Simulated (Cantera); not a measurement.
An adiabatic, constant-volume homogeneous reactor starts with CH4 : O2 : N2 = 1 : 1.05 : 3.96 (molar parts), at 1025 K and 1.97 atm. Integrator tolerance rtol = 1e-08.

Detailed kinetics in Cantera: GRI-Mech 3.0 (53 species, 325 reactions).

### Question
What does this change do: 0.0077 parts H2 added?

### Answer
```
quantity                                                              before                                      after
---------------------------------  -----------------------------------------  -----------------------------------------
time of steepest temperature rise                                    0.475 s                                    0.363 s
temperature at 2.00 s                                                 2506 K                                     2505 K
equilibrium temperature                                               2506 K                                     2505 K
x(CH4) at 2.00 s                   2.83e-10 (gas-phase equilibrium 3.19e-10)  2.89e-10 (gas-phase equilibrium 3.26e-10)
x(O2) at 2.00 s                      5.94e-6 (gas-phase equilibrium 5.94e-6)    5.81e-6 (gas-phase equilibrium 5.81e-6)
x(CO) at 2.00 s                          0.124 (gas-phase equilibrium 0.124)        0.124 (gas-phase equilibrium 0.124)
x(O) at 2.00 s                       1.54e-5 (gas-phase equilibrium 1.54e-5)    1.51e-5 (gas-phase equilibrium 1.51e-5)
x(NO2) at 2.00 s                     1.18e-9 (gas-phase equilibrium 1.18e-9)    1.15e-9 (gas-phase equilibrium 1.15e-9)
x(NO) at 2.00 s                    0.000105 (gas-phase equilibrium 0.000105)  0.000104 (gas-phase equilibrium 0.000104)
```
